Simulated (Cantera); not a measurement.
Input (Python, Cantera):

```python
import numpy as np
import cantera as ct

gas = ct.Solution("gri30.yaml")
gas.TPX = 748, 500000, {'CH4': 1, 'H2': 0.47, 'O2': 5.08, 'N2': 48.3}
inlet = ct.Reservoir(gas, clone=True)
gas.equilibrate("HP")  # start burning
reactor = ct.IdealGasConstPressureReactor(gas, energy="on", clone=False)
exhaust = ct.Reservoir(gas, clone=True)
tau = [0.078, 0.023, 0.007, 0.0021, 0.00063, 0.00019, 5.6e-05, 1.7e-05, 5.1e-06][0]
for a, b in ((inlet, reactor), (reactor, exhaust)):
    ct.MassFlowController(a, b, mdot=lambda t: reactor.mass / tau)
net = ct.ReactorNet([reactor])
show = ['CH4', 'H2', 'O2', 'O', 'OH', 'CH2', 'H2O']

rows = []
print(f"{'tau/s':>10s}{'T/K':>9s}" + "".join(f"{s:>11s}" for s in show))
for tau in [0.078, 0.023, 0.007, 0.0021, 0.00063, 0.00019, 5.6e-05, 1.7e-05, 5.1e-06]:
    net.initial_time = 0.0
    net.advance(30 * tau)
    before = gas.X
    net.advance(40 * tau)
    drift = np.max(np.abs(gas.X - before) / (gas.X + 1e-9))
    rows.append([gas.T, *gas[show].X, drift])
    print(f"{tau:10.3e}{gas.T:9.1f}" + "".join(f"{x:11.3e}" for x in gas[show].X))
```

Result:

```
     tau/s      T/K        CH4         H2         O2          O         OH        CH2        H2O
 7.800e-02   1216.5  3.653e-04  2.587e-04  5.418e-02  1.645e-06  4.851e-06  9.161e-10  4.409e-02
 2.300e-02    748.0  1.823e-02  8.569e-03  9.262e-02  3.480e-17  1.523e-17  3.408e-28  3.607e-13
 7.000e-03    748.0  1.823e-02  8.569e-03  9.262e-02  3.169e-17  1.336e-17  2.623e-28  9.691e-14
 2.100e-03    748.0  1.823e-02  8.569e-03  9.262e-02  2.731e-17  1.091e-17  1.628e-28  2.374e-14
 6.300e-04    748.0  1.823e-02  8.569e-03  9.262e-02  2.125e-17  7.521e-18  6.257e-29  4.909e-15
 1.900e-04    748.0  1.823e-02  8.569e-03  9.262e-02  1.623e-17  4.836e-18  1.607e-29  9.481e-16
 5.600e-05    748.0  1.823e-02  8.569e-03  9.262e-02  1.281e-17  3.420e-18  3.582e-30  1.984e-16
 1.700e-05    748.0  1.823e-02  8.569e-03  9.262e-02  9.235e-18  2.576e-18  8.348e-31  4.535e-17
 5.100e-06    748.0  1.823e-02  8.569e-03  9.262e-02  4.933e-18  1.749e-18  1.666e-31  9.226e-18
```

Computed with Cantera and GRI-Mech 3.0 (53 species, 325 reactions).
